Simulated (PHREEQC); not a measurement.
Make-up at 50 °C: 1.1 mmol/kgw NaOH and 17 mmol/kgw K3PO4. Closed to the air; pH follows from the charge balance.

All values are PHREEQC results (ion-association model, phreeqc.dat), not measurements.

Each row changes one thing in this solution. Precipitation was switched off in this run.

| case | pH | ionic strength (mol/kgw) | HPO4-2 (mol/kgw) | PO4-3 (mol/kgw) | KHPO4- (mol/kgw) | H2PO4- (mol/kgw) |
|---|---|---|---|---|---|---|
| as made | 11.25 | 0.0790 | 0.0112 | 0.00538 | 0.000418 | 4.33e-7 |
| temperature from 50 to 75 °C | (withheld) | 0.0743 | 0.0134 | 0.00310 | 0.000486 | 1.46e-6 |
| NaOH left out | 11.22 | 0.0774 | 0.0115 | 0.00511 | 0.000431 | 4.76e-7 |
| NaOH replaced by NaH2PO4 at the same molality | 11.18 | 0.0795 | 0.0125 | 0.00512 | 0.000466 | 5.70e-7 |
| K3PO4 from 0.017 to 0.085 mol/kgw | (withheld) | 0.454 | 0.0241 | 0.0586 | 0.00231 | 3.27e-7 |

Problem. Fill in the missing entries.

Solution. 
- temperature from 50 to 75 °C, pH: 10.75
- K3PO4 from 0.017 to 0.085 mol/kgw, pH: 11.50

Complexes and solids missing from the database can't appear. Away from 25 °C the constants follow the database's enthalpies or fits; those with neither stay at their 25 °C values.
